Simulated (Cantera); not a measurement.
**Low-pressure radical oxidation in H2/O2**

An isothermal, constant-pressure homogeneous reactor starts with 24.2 % H2, 75.8 % O2, equivalence ratio 0.16, at 1350 K and 10.00 Torr.

Detailed kinetics in Cantera: the H2/O2 subset of GRI-Mech 3.0, which has no nitrogen chemistry. Radical loss at walls, strong at low pressure, is not modelled. The temperature is held fixed by assumption; the heat of reaction is taken as removed at once.

```tsv
t (s)	x H2	x O2	x OH	x H	x H2O
2.00e-5	0.242	0.758	8.78e-9	3.76e-8	5.93e-9
6.32e-5	0.242	0.758	7.01e-8	1.81e-7	1.41e-7
0.000200	0.242	0.758	2.90e-6	6.68e-6	1.02e-5
0.000632	0.0780	0.662	0.0220	0.0687	0.119
0.00200	0.0133	0.620	0.0172	0.0736	0.187
0.00632	0.0111	0.644	0.0160	0.0515	0.208
0.0200	0.00548	0.689	0.0116	0.0155	0.248
0.0632	0.000857	0.718	0.00466	0.000891	0.271
0.200	8.58e-5	0.723	0.00148	2.81e-5	0.275
0.632	1.23e-5	0.724	0.000565	1.54e-6	0.276
2.00	2.55e-6	0.724	0.000257	1.46e-7	0.276
```
x: mole fraction; the columns are a selection and need not sum to one.

Equilibrium at this temperature and pressure: H2 5.77e-7, O2 0.724, OH 0.000123, H 1.58e-8, H2O 0.276 (gas phase only).
